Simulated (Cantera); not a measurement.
Charge: 1 mol C, a varied amount of O₂, 0.65 mol N₂, held at 1225 °C and 101000 Pa.

These are equilibrium values from Cantera (NASA tables, ideal gas, pure condensed phases), not measurements of a reactor. Candidate condensed phases: C; 24 gas species. Kinetics and transport are ignored.

x: gas mole fraction; n: condensed amount in mol.

```json
[
 {"n(O₂) (mol)": "0.035", "x N₂": "0.903", "x CO": "0.0972", "x CO₂": "6.46e-6", "x O₂": "<1e-12", "x NO": "<1e-12", "x NO₂": "<1e-12", "n C(graphite)": "0.930"},
 {"n(O₂) (mol)": "0.05", "x N₂": "0.867", "x CO": "0.133", "x CO₂": "1.21e-5", "x O₂": "<1e-12", "x NO": "…", "x NO₂": "<1e-12", "n C(graphite)": "0.900"},
 {"n(O₂) (mol)": "0.072", "x N₂": "0.819", "x CO": "0.181", "x CO₂": "2.25e-5", "x O₂": "<1e-12", "x NO": "…", "x NO₂": "<1e-12", "n C(graphite)": "0.856"},
 {"n(O₂) (mol)": "0.1", "x N₂": "0.765", "x CO": "0.235", "x CO₂": "3.78e-5", "x O₂": "<1e-12", "x NO": "…", "x NO₂": "<1e-12", "n C(graphite)": "0.800"},
 {"n(O₂) (mol)": "0.15", "x N₂": "0.684", "x CO": "0.316", "x CO₂": "6.81e-5", "x O₂": "<1e-12", "x NO": "…", "x NO₂": "<1e-12", "n C(graphite)": "0.700"},
 {"n(O₂) (mol)": "0.21", "x N₂": "0.608", "x CO": "0.392", "x CO₂": "0.000105", "x O₂": "<1e-12", "x NO": "…", "x NO₂": "<1e-12", "n C(graphite)": "0.580"},
 {"n(O₂) (mol)": "0.3", "x N₂": "0.520", "x CO": "0.480", "x CO₂": "0.000157", "x O₂": "<1e-12", "x NO": "…", "x NO₂": "<1e-12", "n C(graphite)": "0.400"},
 {"n(O₂) (mol)": "0.43", "x N₂": "0.431", "x CO": "0.569", "x CO₂": "0.000221", "x O₂": "<1e-12", "x NO": "3.60e-12", "x NO₂": "<1e-12", "n C(graphite)": "0.140"},
 {"n(O₂) (mol)": "0.62", "x N₂": "0.394", "x CO": "0.461", "x CO₂": "0.145", "x O₂": "2.23e-12", "x NO": "…", "x NO₂": "<1e-12", "n C(graphite)": "0"},
 {"n(O₂) (mol)": "0.88", "x N₂": "0.394", "x CO": "0.145", "x CO₂": "0.461", "x O₂": "2.24e-10", "x NO": "…", "x NO₂": "<1e-12", "n C(graphite)": "0"},
 {"n(O₂) (mol)": "1.3", "x N₂": "0.333", "x CO": "6.19e-6", "x CO₂": "0.513", "x O₂": "0.154", "x NO": "…", "x NO₂": "3.14e-6", "n C(graphite)": "0"},
 {"n(O₂) (mol)": "1.8", "x N₂": "0.265", "x CO": "3.38e-6", "x CO₂": "0.408", "x O₂": "0.326", "x NO": "…", "x NO₂": "5.94e-6", "n C(graphite)": "0"}
]
```

**Question.** Fill in the missing entries.

**Answer.** 
- 0.05, x NO: 1.20e-12
- 0.072, x NO: 1.58e-12
- 0.1, x NO: 1.98e-12
- 0.15, x NO: 2.52e-12
- 0.21, x NO: 2.95e-12
- 0.3, x NO: 3.33e-12
- 0.62, x NO: 2.79e-9
- 0.88, x NO: 2.80e-8
- 1.3, x NO: 0.000674
- 1.8, x NO: 0.000876
